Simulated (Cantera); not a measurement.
A freely propagating, adiabatic, planar premixed flame of CH₄ : O₂ : N₂ = 1 : 1.43 : 5.37 (molar parts), unburnt at 600 K and 7.80 atm; mixture-averaged transport, grid criteria slope 0.08 and curve 0.16, no radiation.

Detailed kinetics in Cantera: GRI-Mech 3.0 (53 species, 325 reactions). Burning velocities carry a grid error of a few per cent, more on coarse grids.

Q: How do the results move with these cheaper or finer settings: unity-Lewis-number transport; multicomponent transport; multicomponent+Soret transport; grid criteria slope 0.5, curve 1; grid criteria slope 0.25, curve 0.5; grid criteria slope 0.03, curve 0.06?

A: 
```json
[
 {"setting": "as above", "laminar burning velocity": "30.6 cm/s", "thermal thickness": "0.136 mm", "peak x(H₂)": "0.0611", "peak x(CH₂O)": "0.00146", "grid points": "134"},
 {"setting": "unity-Lewis-number transport", "laminar burning velocity": "23.3 cm/s", "thermal thickness": "0.160 mm", "peak x(H₂)": "0.0599", "peak x(CH₂O)": "0.000969", "grid points": "135"},
 {"setting": "multicomponent transport", "laminar burning velocity": "30.7 cm/s", "thermal thickness": "0.138 mm", "peak x(H₂)": "0.0614", "peak x(CH₂O)": "0.00146", "grid points": "134"},
 {"setting": "multicomponent+Soret transport", "laminar burning velocity": "30.6 cm/s", "thermal thickness": "0.137 mm", "peak x(H₂)": "0.0601", "peak x(CH₂O)": "0.00144", "grid points": "134"},
 {"setting": "grid criteria slope 0.5, curve 1", "laminar burning velocity": "33.1 cm/s", "thermal thickness": "0.151 mm", "peak x(H₂)": "0.0626", "peak x(CH₂O)": "0.00151", "grid points": "31"},
 {"setting": "grid criteria slope 0.25, curve 0.5", "laminar burning velocity": "31.4 cm/s", "thermal thickness": "0.142 mm", "peak x(H₂)": "0.0620", "peak x(CH₂O)": "0.00148", "grid points": "49"},
 {"setting": "grid criteria slope 0.03, curve 0.06", "laminar burning velocity": "30.0 cm/s", "thermal thickness": "0.135 mm", "peak x(H₂)": "0.0605", "peak x(CH₂O)": "0.00146", "grid points": "311"}
]
```
The base run took around 5 core-seconds (rough).
Unity Lewis numbers drop preferential diffusion, which matters most where H2 and H carry the flame; Soret adds thermal diffusion.
